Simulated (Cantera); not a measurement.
Input: 1 mol CaF2, 0.1 mol H2O, 57 mol H2, equilibrated at 1973.15 K and 2.40 mbar.

Method: chemical equilibrium by Gibbs-energy minimisation in Cantera with the NASA 1993 tables (ideal gas, pure condensed phases). Candidate condensed phases: Ca, CaF2, CaO, Ca(OH)2, H2O; 29 gas species. Rates play no part.

Base state: H2 0.938, H 0.0267, HF 0.0163, CaF2 0.00645, Ca 0.00592, CaF 0.00446, H2O 0.00166, CaOH 1.98e-5 (mole fractions); condensed: gas only.

Task: What changes in the equilibrium state with this change: H2O from 0.1 to 9.9 mol?

Result: 
| species | before | after |
|---|---|---|
| H2 | 0.938 | 0.816 |
| H2O | 0.00166 | 0.130 |
| HF | 0.0163 | 0.0275 |
| H | 0.0267 | 0.0249 |
| CaF2 | 0.00645 | 0.000668 |
| Ca(OH)2 | 4.77e-8 | 1.07e-5 |
| OH | 4.49e-6 | 0.000377 |
| Ca | 0.00592 | 0.000188 |
| CaF | 0.00446 | 0.000256 |
| CaO(s), mol | 0 | 0.919 |
